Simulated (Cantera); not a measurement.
A Cantera script and its output.

```python
import numpy as np
import cantera as ct

gas = ct.Solution("h2o2.yaml")
gas.TPX = 350, 13332, {'H2': 1, 'O2': 0.602, 'N2': 1.69}
flame = ct.FreeFlame(gas, width=0.16)
flame.set_refine_criteria(ratio=3, slope=0.08, curve=0.16)
flame.transport_model = "mixture-averaged"
flame.solve(loglevel=0, auto=True)
z, T = flame.grid, flame.T
thick = (T[-1] - T[0]) / np.gradient(T, z).max()
show = ['H2', 'O2', 'H2O2', 'O', 'HO2', 'OH']
print(f"laminar burning velocity  {flame.velocity[0] * 100:.3f} cm/s")
print(f"burnt temperature         {T[-1]:.1f} K")
print(f"thermal thickness         {thick * 1e3:.4f} mm")
print(f"grid points               {len(z)}")
z0 = z[flame.heat_release_rate.argmax()]
print(f"{'z/mm':>9s}{'T/K':>9s}{'u/(m/s)':>9s}" + "".join(f"{s:>11s}" for s in show))
rows = []
for k in (-3, -2, -1.5, -1, -0.5, -0.25, 0, 0.25, 0.5, 1, 2, 4, 8):
    zz = z0 + k * thick
    rows.append([k * thick, np.interp(zz, z, T), np.interp(zz, z, flame.velocity),
                 *(np.interp(zz, z, flame.X[gas.species_index(s)]) for s in show)])
    print(f"{rows[-1][0] * 1e3:9.3f}{rows[-1][1]:9.1f}{rows[-1][2]:9.3f}" + "".join(f"{x:11.3e}" for x in rows[-1][3:]))
```

Output:

```
laminar burning velocity  281.007 cm/s
burnt temperature         2377.5 K
thermal thickness         4.9226 mm
grid points               131
     z/mm      T/K  u/(m/s)         H2         O2       H2O2          O        HO2         OH
  -14.768    350.0    2.810  3.038e-01  1.829e-01 -1.562e-17  4.272e-17  1.637e-16  1.397e-19
   -9.845    350.0    2.810  3.038e-01  1.829e-01  3.072e-16  6.380e-15  2.718e-14  2.087e-17
   -7.384    350.0    2.810  3.038e-01  1.829e-01  1.803e-14  1.965e-13  1.462e-12  6.598e-16
   -4.923    350.0    2.810  3.038e-01  1.829e-01  9.789e-12  3.804e-11  7.629e-10  4.723e-13
   -2.461    352.1    2.822  3.026e-01  1.831e-01  7.665e-07  2.933e-07  2.287e-05  2.071e-06
   -1.231    563.0    4.411  2.722e-01  1.805e-01  3.123e-05  1.103e-04  8.355e-05  8.626e-04
    0.000   1057.2    7.961  1.413e-01  1.360e-01  1.021e-06  6.898e-03  2.392e-05  2.925e-03
    1.231   1367.6   10.190  4.633e-02  6.976e-02  1.244e-06  1.783e-02  1.040e-05  9.337e-03
    2.461   1502.3   11.117  3.837e-02  5.955e-02  8.730e-07  1.923e-02  7.538e-06  1.263e-02
    4.923   1652.0   12.105  3.841e-02  5.544e-02  4.810e-07  1.829e-02  5.716e-06  1.616e-02
    9.845   1815.8   13.150  3.699e-02  5.147e-02  2.402e-07  1.607e-02  4.208e-06  1.953e-02
   19.690   1982.7   14.177  3.325e-02  4.753e-02  1.291e-07  1.297e-02  3.024e-06  2.190e-02
   39.381   2141.4   15.119  2.744e-02  4.384e-02  8.470e-08  9.531e-03  2.326e-06  2.256e-02
```

Detailed kinetics in Cantera: the H2/O2 subset of GRI-Mech 3.0, which has no nitrogen chemistry. Burning velocities carry a grid error of a few per cent, more on coarse grids.
